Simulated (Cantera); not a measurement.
A freely propagating, adiabatic, planar premixed flame of CO : H2 : O2 : N2 : H2O = 1 : 0.98 : 0.66 : 2.48 : 0.35 (molar parts), equivalence ratio 1.5, unburnt at 698 K and 760 Torr; mixture-averaged transport, grid criteria slope 0.08 and curve 0.16, no radiation.

Detailed kinetics in Cantera: GRI-Mech 3.0 (53 species, 325 reactions). Burning velocities carry a grid error of a few per cent, more on coarse grids.

Problem. Predict: laminar burning velocity; thermal thickness; peak x(HO2).

Solution. 
```
Quantity                     Value
------------------------  --------
laminar burning velocity  676 cm/s
thermal thickness         0.539 mm
peak x(HO2)               0.000272
```
